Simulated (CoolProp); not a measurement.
Vapour-liquid equilibrium of n-heptane (1) + ethylbenzene (2) at 1.16 bar; x and y are mole fractions of (1).

Model: multi-fluid Helmholtz-energy mixture model, Span 2003 and Zhou 2012; pair parameters Bell 2016, in CoolProp.

| x | bubble temperature, mixture model (K) | bubble temperature, Raoult's law (K) | y, mixture model | y, Raoult's law |
|---|---|---|---|---|
| 0.05 | 410.2 | 411.4 | 0.145 | 0.124 |
| 0.2 | 400.4 | 403.3 | 0.437 | 0.408 |
| 0.35 | 393.5 | 396.5 | 0.612 | 0.603 |
| 0.5 | 388.3 | 390.7 | ? | 0.743 |
| 0.65 | ? | 385.7 | 0.826 | 0.845 |
| 0.8 | ? | 381.3 | ? | 0.923 |
| 0.95 | 377.2 | 377.4 | ? | 0.983 |

### Question
Some entries are withheld; supply them.

### Answer

- 0.5, y, mixture model: 0.732
- 0.65, bubble temperature, mixture model (K): 384.1
- 0.8, bubble temperature, mixture model (K): 380.4
- 0.8, y, mixture model: 0.905
- 0.95, y, mixture model: 0.977

The largest gap from Raoult's law is -3.0 K in bubble temperature, at x = 0.35. No azeotrope shows between x = 0.05 and 0.95.

The pair parameters rest on a limited set of measurements; away from them the model extrapolates.
